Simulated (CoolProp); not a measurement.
Vapour-liquid equilibrium of R227EA (1) + isobutene (2) at 211.7 K; x and y are mole fractions of (1).

Values from CoolProp's multi-fluid Helmholtz-energy mixture model, Lemmon 2016 and Lemmon 2005; pair parameters Bell 2016.

| x | bubble pressure, mixture model (kPa) | bubble pressure, Raoult's law (kPa) | y, mixture model | y, Raoult's law |
|---|---|---|---|---|
| 0.05 | ___ | 6.392 | ___ | 0.067 |
| 0.2 | ___ | 6.745 | ___ | 0.256 |
| 0.35 | 11.17 | 7.098 | 0.536 | 0.425 |
| 0.5 | 11.29 | 7.451 | 0.558 | 0.579 |
| 0.65 | 11.28 | 7.804 | ___ | 0.719 |
| 0.8 | 10.88 | 8.156 | 0.669 | 0.846 |
| 0.95 | 9.473 | 8.509 | ___ | 0.963 |

Question: Complete the blanks.

Answer: 
- 0.05, bubble pressure, mixture model (kPa): 8.188
- 0.05, y, mixture model: 0.267
- 0.2, bubble pressure, mixture model (kPa): 10.63
- 0.2, y, mixture model: 0.486
- 0.65, y, mixture model: 0.591
- 0.95, y, mixture model: 0.868

The largest gap from Raoult's law is +57.6 % in bubble pressure, at x = 0.2. y crosses x between x = 0.5 and 0.65: the model has an azeotrope there.

Pair parameters are fitted to limited data, so mixtures are less certain than the pure fluids. With so large a gap from Raoult's law the liquid may split in two, which this calculation doesn't test in full.
